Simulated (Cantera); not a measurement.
A Cantera script and what it prints.

```python
import numpy as np
import cantera as ct

gas_names = """
    CL CL2 H HCL H2 Si SiCL SiCL2 SiCL3 SiCL4 SiH SiHCL3 SiH2 SiH2CL2 SiH3 SiH3CL SiH4 Si2 Si3
""".split()
cond_names = """
    Si(cr) Si(L)
""".split()


# ... load() reads the species with a 1 bar reference pressure and builds the phases ...
atoms = {
    'Si': {'Si': 1},
    'Cl2': {'CL': 2},
    'H2': {'H': 2},
}
top_T = {}  # K; cautious upper limits of use, not melting points


# ... equilibrate(T, P, feed) seeds the gas with the atoms and calls Mixture.equilibrate('TP', solver="vcs", rtol=1e-11, max_steps=5000) ...
results = []
feed = {'Si': 1, 'Cl2': 1.2, 'H2': 73}  # mol
T = 850  # K
P = 10000  # Pa
mix = equilibrate(T, P, feed)
results.append((T, P, feed, dict(zip(mix.species_names, mix.species_moles))))
x = sorted(zip(gas.X, gas.species_names), reverse=True)
print(f"T = {T:g} K  P = {P:g} Pa  gas = {mix.phase_moles(0):.4g} mol")
print("   x: " + "  ".join(f"{s} {v:.3e}" for v, s in x if v > 0.001))
print("   condensed (mol): " + ("  ".join(f"{mix.phase(i).name} {mix.phase_moles(i):.4g}"
      for i in range(1, mix.n_phases) if mix.phase_moles(i) > 1e-12) or "none"))
```

Output:

```
T = 850 K  P = 10000 Pa  gas = 73.57 mol
   x: H2 9.892e-01  SiCL4 4.810e-03  SiHCL3 3.539e-03  HCL 2.231e-03
   condensed (mol): Si(cr) 0.3667
```

Cantera equilibrium calculation (NASA polynomials, part measured and part estimated; ideal gas, pure solids and liquids). The tables' values for SiCl3 are old estimates; treat these amounts as uncertain.
